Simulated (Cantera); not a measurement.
A closed system holds: 1 mol B2O3, 12 mol HCl, 0.14 mol O2, equilibrated at 4.30 Pa.

These are equilibrium values from Cantera (NASA tables, ideal gas, pure condensed phases), not measurements of a reactor. Candidate condensed phases: B, B2O3, B3O3H3, H2O; 33 gas species. The numbers say what is thermodynamically allowed, not how fast it happens.

Problem. Which condensed phases are stable at each of these points (T (K)): 948, 998, 1048, 1098, 1148, 1198, 1248, 1298, 1348, 1398, 1448, 1498, 1548?

Solution. 
```tsv
T (K)	condensed phases	B condensed (%)
948	B2O3(l)	99.9
998	B2O3(l)	99.7
1048	B2O3(l)	99.3
1098	B2O3(l)	98.2
1148	B2O3(l)	95.9
1198	B2O3(l)	91.3
1248	B2O3(l)	83.7
1298	B2O3(l)	72.6
1348	B2O3(l)	50.2
1398	gas only	0.0
1448	gas only	0.0
1498	gas only	0.0
1548	gas only	0.0
```

From 948 K to 1348 K the condensed part is B2O3(l). From 1398 K to 1548 K nothing is condensed.
